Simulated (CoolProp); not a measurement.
The fluid at 293.15 K and 0.00479 MPa expands adiabatically to 0.000332 MPa with isentropic efficiency 0.8. The same conditions are run with several fluids, on thermodynamics alone (safety and materials aside).

Computed with CoolProp (reference Helmholtz-energy equation of state of each fluid (R141b: Lemmon 2006; R365MFC: Lemmon 2016; tetrahydrofuran: Fiedler 2023; oxygen: Schmidt 1985)).

Q: Rank R141b, R365MFC, tetrahydrofuran, oxygen by work (kJ/kg), highest first.

A: oxygen (114), tetrahydrofuran (62.1), R141b (39.0), R365MFC (32.5)

```tsv
fluid	final temperature (K)	final phase	final density (kg/m³)
R141b	237.5	gas	0.0197
R365MFC	258.4	gas	0.0229
tetrahydrofuran	228.8	two-phase, vapour fraction 0.992	0.0127
oxygen	168.2	gas	0.00759
```
